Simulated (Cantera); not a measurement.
Source: NASA polynomial tables (part measured, part estimated), evaluated in Cantera. Values are per mole of reaction as written; species without (g) are pure solids or liquids, kept so even where they would boil at 1 bar.

### Question
Between 448 and 1048 K, where is each reaction favourable under standard conditions?
- MgF₂ ⇌ Mg + 2 F(g)

### Answer
- MgF₂ ⇌ Mg + 2 F(g): ΔG° is 1152 kJ at 448 K and 975 kJ at 1048 K; it stays positive (K < 1). ΔH° is 1290 kJ and ΔS° 301 J/K at 1048 K.
